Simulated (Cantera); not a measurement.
A perfectly stirred reactor is fed with H₂ : O₂ : N₂ = 0.18 : 1 : 0.32 (molar parts), equivalence ratio 0.090, at 1330 Pa; it is held at 950 K, and followed from long to short residence time.

Computed with Cantera and the H2/O2 subset of GRI-Mech 3.0, which has no nitrogen chemistry. Radical loss at walls, strong at low pressure, is not modelled. The temperature is held fixed by assumption; the heat of reaction is taken as removed at once.

```
quantity                  before     after
----------------------  --------  --------
x(H₂) at τ = 1.20 s      0.00122   0.00112
x(O₂) at τ = 1.20 s        0.645     0.645
x(H₂O₂) at τ = 1.20 s    2.26e-7   3.16e-7
x(H) at τ = 1.20 s      0.000242  0.000108
x(HO₂) at τ = 1.20 s     6.42e-6   7.82e-6
x(H₂) at τ = 38.0 ms     0.00842   0.00751
x(O₂) at τ = 38.0 ms       0.640     0.642
x(H₂O₂) at τ = 38.0 ms   3.10e-7   5.05e-7
x(H) at τ = 38.0 ms      0.00652   0.00311
x(HO₂) at τ = 38.0 ms    1.06e-5   1.51e-5
```

Q: What was changed between the two runs?
(A) pressure from 1330 Pa to 2000 Pa
(B) H2 0.18 to 0.027 parts
(C) H2 0.18 to 0.05 parts
(D) temperature 950 to 1398 K

A: A, pressure from 1330 Pa to 2000 Pa
